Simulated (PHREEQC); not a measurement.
Consider water at 25 °C with 10 mmol/kgw NiSO4, 7.9 mmol/kgw CaCl2 and 0.86 mmol/kgw H2SO4. Closed to the air; pH follows from the charge balance.

All values are PHREEQC results (ion-association model, wateq4f.dat), not measurements.

Each row changes one thing in this solution. Precipitation was switched off in this run.

```
case                                            pH  ionic strength (mol/kgw)  SO4-2 (mol/kgw)  CaSO4 (mol/kgw)  HSO4- (mol/kgw)  CaHSO4+ (mol/kgw)  SI of Gypsum (CaSO4:2H2O)  SI of Morenosite (NiSO4:7H2O)
--------------------------------------------  ----  ------------------------  ---------------  ---------------  ---------------  -----------------  -------------------------  -----------------------------
as made                                       2.95                    0.0498          0.00661          0.00175         0.000403            1.40e-5                      -0.47                          -2.61
H2SO4 left out                                6.20                    0.0485          0.00627          0.00170          2.19e-7            7.78e-9                      -0.48                          -2.62
temperature from 25 to 90 °C                     …                    0.0469          0.00561          0.00198         0.000963            2.96e-5                      -0.42                          -3.15
temperature from 25 to 55 °C                  3.04                    0.0482          0.00609          0.00190                …            2.03e-5                      -0.49                          -2.88
H2SO4 replaced by KHSO4 at the same molality  3.26                    0.0500          0.00674          0.00178         0.000204            7.10e-6                      -0.47                          -2.60
H2SO4 from 0.00086 to 0.000774 mol/kgw        3.00                    0.0497          0.00658          0.00175         0.000361            1.26e-5                      -0.47                          -2.61
```

**Question.** What belongs in the gaps?

**Answer.** 
- temperature from 25 to 90 °C, pH: 3.21
- temperature from 25 to 55 °C, HSO4- (mol/kgw): 0.000617

At this temperature some constants are extrapolated from 25 °C, and those without enthalpy data are left unchanged.
